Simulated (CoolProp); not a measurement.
Saturated liquid density (kg/m³) of acetone: the reference equation beside estimates from Tc = 508.1 K, pc = 4.692 MPa, ω = 0.307. Rackett uses Z = 0.29056 − 0.08775 ω.

The numbers come from the reference Helmholtz-energy equation of state, Lemmon 2006 in CoolProp. It is a short technical equation, of lower accuracy than the large ones.

| T (K) | reference | Rackett | van der Waals | Redlich-Kwong | Soave-Redlich-Kwong | Peng-Robinson |
|---|---|---|---|---|---|---|
| 360.8 | 710.1 | 624.0 | 364.9 | 528.0 | 554.9 | 628.4 |
| 363.4 | 706.7 | 621.0 | 363.3 | 525.0 | 552.1 | 625.3 |
| 366.1 | 703.2 | 617.9 | 361.5 | 521.9 | 549.1 | 622.0 |
| 368.8 | 699.6 | 614.8 | 359.7 | 518.7 | 546.0 | 618.6 |
| 371.5 | 696.0 | 611.7 | 357.9 | 515.5 | 542.9 | 615.2 |
| 374.2 | 692.4 | 608.5 | 356.1 | 512.2 | 539.8 | 611.7 |
| 376.9 | 688.8 | 605.3 | 354.2 | 508.9 | 536.6 | 608.2 |
| 379.6 | 685.1 | 602.0 | 352.4 | 505.6 | 533.4 | 604.6 |
| 382.3 | 681.4 | 598.8 | 350.5 | 502.2 | 530.1 | 601.0 |
| 385 | 677.6 | 595.5 | 348.6 | 498.8 | 526.7 | 597.2 |
| 387.7 | 673.8 | 592.1 | 346.6 | 495.3 | 523.3 | 593.5 |
| 390.4 | 670.0 | 588.8 | 344.7 | 491.8 | 519.8 | 589.6 |
| 393.1 | 666.1 | 585.3 | 342.7 | 488.2 | 516.3 | 585.7 |
| 395.8 | 662.1 | 581.9 | 340.7 | 484.6 | 512.7 | 581.7 |

Absolute difference from the reference over all 14 rows, mean and median: Rackett 12.1 and 12.1 %, van der Waals 48.6 and 48.6 %, Redlich-Kwong 26.2 and 26.2 %, Soave-Redlich-Kwong 22.2 and 22.1 %, Peng-Robinson 11.8 and 11.7 %.
